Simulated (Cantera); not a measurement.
Input: 1 mol Fe₂O₃, 0.31 mol CH₄, 0.26 mol N₂, 2 mol C, equilibrated at 1623.15 K and 100 Torr.

Cantera equilibrium calculation (NASA polynomials, part measured and part estimated; ideal gas, pure solids and liquids). Candidate condensed phases: C, C₆H₆, C₇H₈, C₈H₁₈, Fe, Fe(CO)₅, FeO, Fe(OH)₂, Fe(OH)₃, Fe₂O₃, Fe₃O₄, H₂O; 140 gas species. Mutual solubility and eutectic melting of coexisting phases are not modelled. The tables' stoichiometric FeO is somewhat more stable than real wüstite, so its field is too wide. FeO: taken at fixed stoichiometry. Rates play no part.

Base state: CO 0.629, H₂ 0.133, CO₂ 0.0947, N₂ 0.0815, H₂O 0.0618, H 6.90e-5, Fe 1.26e-5 (mole fractions); condensed: Fe(γ) + FeO(s).

What changes in the equilibrium state with this change: CH₄ from 0.31 to 1.3 mol?


```tsv
species	before	after
CO	0.629	0.512
H₂	0.133	0.443
N₂	0.0815	0.0442
CO₂	0.0947	8.52e-6
H₂O	0.0618	2.29e-5
Fe	1.26e-5	1.26e-5
CH₄	<1e-9	3.88e-5
C₂H₂ (acetylene)	<1e-9	1.55e-5
Fe(γ), mol	1.81	2.00
FeO(s), mol	0.191	0
C(graphite), mol	0	0.298
```
Iron dissolves carbon and melts from about 1420 K in contact with it, which pure phases cannot show. Condensed phases not in the tables: cementite and carbon dissolved in iron.

What changes in the equilibrium state with this change: Fe₂O₃ replaced by Cu₂O?


```
species            before     after
----------------  -------  --------
CO                  0.629     0.532
H₂                  0.133     0.329
N₂                 0.0815     0.138
CO₂                0.0947   9.19e-6
H₂O                0.0618   1.77e-5
Fe                1.26e-5         0
Cu                      0  0.000417
CH₄                 <1e-9   2.14e-5
HCN               3.33e-8  0.000502
HNC                 <1e-9   1.23e-5
Fe(γ), mol           1.81         0
FeO(s), mol         0.191         0
C(graphite), mol        0      1.31
Cu(l), mol              0      2.00
```
Further candidate phases: Cu, CuO, Cu(OH)₂, Cu₂O.
